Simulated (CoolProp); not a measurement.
A single-stage vapour-compression cycle with trans-2-butene: evaporating at 316.15 K (dew point), condensing at 380.15 K (bubble point), superheat 10 K, subcooling 2 K, compressor efficiency 0.65, no pressure losses. Each further row changes one setting.

Computed with CoolProp (reference Helmholtz-energy equation of state, Lemmon 2005). It is a short technical equation, of lower accuracy than the large ones.

| case | cooling COP | pressure ratio | discharge temperature (K) | refrigerating effect (kJ/kg) | volumetric capacity (kJ/m³) |
|---|---|---|---|---|---|
| as stated | 2.19 | 4.33 | 398.0 | 215 | 1960 |
| evaporating temperature 321.15 K | 2.49 | 3.78 | 396.9 | 222 | 2300 |
| condensing temperature 375.15 K | 2.50 | 3.93 | 392.9 | 230 | 2090 |
| subcooling 7 K | 2.35 | 4.33 | 398.0 | 230 | 2090 |
| superheat 20 K | 2.27 | 4.33 | 407.8 | 233 | 2040 |
| compressor efficiency 0.55 | 1.86 | 4.33 | 405.5 | 215 | 1960 |
